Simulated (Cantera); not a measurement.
What does this Cantera script print?

```python
import numpy as np
import cantera as ct

gas = ct.Solution("gri30.yaml")


def delay(T, t_max=10):
    gas.TPX = T, 101325, {'CH4': 1, 'CO': 0.065, 'O2': 1.2, 'N2': 4.5, 'CO2': 0.18}
    reactor = ct.IdealGasReactor(gas, clone=False)
    net = ct.ReactorNet([reactor])
    net.rtol, net.atol = 1e-8, 1e-16
    while net.time < t_max:
        t_old, T_old = net.time, reactor.T
        net.step()
        if reactor.T > T + 400:  # ignition: a rise of 400 K
            return t_old + (T + 400 - T_old) / (reactor.T - T_old) * (net.time - t_old)
    return np.nan


taus = []
for T in [1225, 1275, 1325, 1375, 1425, 1475, 1525, 1575, 1625]:
    taus.append(delay(T))
    print(f"T0 = {T:6g} K   tau = {taus[-1]:.4e} s")
```

Output:

```
T0 =   1225 K   tau = 4.4727e-02 s
T0 =   1275 K   tau = 2.2272e-02 s
T0 =   1325 K   tau = 1.1461e-02 s
T0 =   1375 K   tau = 6.0840e-03 s
T0 =   1425 K   tau = 3.3324e-03 s
T0 =   1475 K   tau = 1.8870e-03 s
T0 =   1525 K   tau = 1.1074e-03 s
T0 =   1575 K   tau = 6.7478e-04 s
T0 =   1625 K   tau = 4.2713e-04 s
```

Cantera simulation using GRI-Mech 3.0 (53 species, 325 reactions); the numbers are that mechanism's predictions, not measurements.
